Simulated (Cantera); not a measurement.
A closed system holds: 1 mol BN, 4.4 mol O2, 1.1 mol H2, equilibrated at 1777 °C and 133 Pa.

Cantera equilibrium calculation (NASA polynomials, part measured and part estimated; ideal gas, pure solids and liquids). Candidate condensed phases: B, BN, B2O3, B3O3H3, H2O; 39 gas species. Rates play no part.

Base state: O2 0.560, HBO2 0.132, H2O 0.127, N2 0.0914, BO2 0.0245, O 0.0199, OH 0.0196, B2O3 0.0154 (mole fractions); condensed: gas only.

Task: What changes in the equilibrium state with this change: H2 from 1.1 to 61 mol?

Result: 
| species | before | after |
|---|---|---|
| H2 | 0.00194 | 0.813 |
| H2O | 0.127 | 0.107 |
| H | 0.00274 | 0.0560 |
| O2 | 0.560 | 2.27e-6 |
| HBO2 | 0.132 | 0.0138 |
| O | 0.0199 | 4.02e-5 |
| BO2 | 0.0245 | 0.000125 |
| B2O3 | 0.0154 | 0.000200 |
| OH | 0.0196 | 0.000808 |
| N2 | 0.0914 | 0.00783 |
| NO | 0.00487 | 2.87e-6 |
| HBO | 1.33e-5 | 0.000688 |

Task: What changes in the equilibrium state with this change: temperature from 1777 °C to 877 °C?

Result: 
```csv
species,before,after
O2,0.560,0.658
H2O,0.127,0.231
N2,0.0914,0.106
HBO2,0.132,0.00519
O,0.0199,1.85e-7
BO2,0.0245,4.52e-7
B2O3,0.0154,1.25e-6
OH,0.0196,1.56e-5
H,0.00274,<1e-9
BO,0.000259,<1e-9
H2,0.00194,3.35e-8
(HBO2)3,<1e-9,5.74e-5
"B2O3(l), mol",0,0.487
```
Gases not in the tables: H3BO3.
